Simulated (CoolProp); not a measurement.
R1233zd(E) along the isotherm -16.55 °C: density (kg/m³) from the reference equation and from simpler models built on Tc = 165.7 °C, pc = 3.583 MPa, ω = 0.304; each cubic takes its own stable root.

The numbers come from the reference Helmholtz-energy equation of state, Akasaka 2022 in CoolProp.

| p (MPa) | phase | reference | van der Waals | Soave-Redlich-Kwong | Peng-Robinson |
|---|---|---|---|---|---|
| 0.179 | liquid | 1358 | 11.57 | 1220 | 1375 |
| 0.358 | liquid | 1359 | 798.5 | 1220 | 1376 |
| 0.537 | liquid | 1359 | 799.4 | 1220 | 1376 |
| 0.717 | liquid | 1360 | 800.3 | 1221 | 1376 |
| 0.896 | liquid | 1360 | 801.3 | 1221 | 1377 |
| 1.07 | liquid | 1360 | 802.1 | 1222 | 1377 |
| 1.25 | liquid | 1361 | 803.0 | 1222 | 1378 |
| 1.43 | liquid | 1361 | 803.9 | 1223 | 1378 |
| 1.61 | liquid | 1361 | 804.8 | 1223 | 1379 |
| 1.79 | liquid | 1362 | 805.7 | 1224 | 1379 |

At some of these states van der Waals gives the other phase, because its saturation line lies elsewhere.
